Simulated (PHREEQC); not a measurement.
Dissolve 0.013 mol/kgw CuSO4 and 0.055 mol/kgw H3BO3 at 10 °C. Closed to the air; pH follows from the charge balance.

The numbers come from PHREEQC with the ion-association model, wateq4f.dat.

| quantity | before | after |
|---|---|---|
| pH | 4.97 | 4.91 |
| ionic strength (mol/kgw) | 0.0360 | 0.0511 |
| H2BO3- (mol/kgw) | 2.68e-6 | 2.44e-6 |

Problem. Name the change that produced these shifts.
A) CuSO4 left out
B) temperature from 10 to 45 °C
C) CuSO4 replaced by H2SO4 at the same molality
D) CuSO4 from 0.013 to 0.0195 mol/kgw
E) H3BO3 replaced by HBF4 at the same molality

Solution. D, CuSO4 from 0.013 to 0.0195 mol/kgw

This is a speciation only: nothing precipitates in the calculation. Constants without temperature data keep their 25 °C values here.
